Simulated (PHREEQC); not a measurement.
Consider water at 3.2 °C with 86 mmol/kgw H2SiF6. Closed to the air; pH follows from the charge balance.

All values are PHREEQC results (ion-association model, wateq4f.dat), not measurements.

```csv
quantity,before,after
pH,0.87,0.92
ionic strength (mol/kgw),0.255,0.232
HF (mol/kgw),0.00547,0.0518
H2F2 (mol/kgw),0.000175,0.000680
F- (mol/kgw),5.99e-5,0.000140
HF2- (mol/kgw),1.06e-6,3.22e-5
```

### Question
Name the change that produced these shifts.
A) H2SiF6 replaced by NH4F at the same molality
B) temperature from 3.2 to 85 °C
C) H2SiF6 from 0.086 to 0.0086 mol/kgw

### Answer
B, temperature from 3.2 to 85 °C

This is a speciation only: nothing precipitates in the calculation. Some of these states are supersaturated (in Quartz (slow to form), Chalcedony (slow to form), SiO2(a), for instance). Constants without temperature data keep their 25 °C values here. SiF6-2 is the database's only silicon fluoride.
